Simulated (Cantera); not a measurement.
Charge: 1 mol Si2Cl6, 0.22 mol HCl, 81 mol H2, at 0.100 bar.

Cantera equilibrium calculation (NASA polynomials, part measured and part estimated; ideal gas, pure solids and liquids). Candidate condensed phases: Si; 19 gas species. The feed counts by its element totals alone. Kinetics and transport are ignored.

Over these rows the condensed part is Si(s). Partial pressures as log10 of bar:

```csv
T (K),1000/T (1/K),log p SiCl4,log p H2,log p HCl
1198,0.8347,-3.39,-1.02,-2.42
1248,0.8013,-3.61,-1.02,-2.35
1298,0.7704,?,-1.03,-2.31
1348,0.7418,-4.22,-1.03,-2.29
1398,0.7153,-4.56,-1.03,-2.28
1448,0.6906,-4.91,-1.03,-2.28
```

Task: Fit log p(SiCl4) = a + b·(1000/T) to the five rows, give the apparent enthalpy, and predict the row at 1298 K.

Result: Means: 1000/T = 0.7567, log p = -4.138. Sxy = 0.151615, Sxx = 0.0143783, so b = 10.54 and a = -4.138 − (10.54)×0.7567 = -12.11.
Apparent enthalpy: −19.145 × (10.54) = -202 kJ/mol. With the condensed phases at unit activity, Si(s) + 4 HCl(g) = SiCl4(g) + 2 H2(g) links this pressure to the main gases: over the six rows their terms move log p by +0.58 in all, so the slope isn't that reaction's ΔH° alone. The five rows lie within 0.08 of the line.
Prediction at 1298 K: -12.11 + (10.54)×0.7704 = -3.99. The computed value is -3.90, 0.09 from the line.
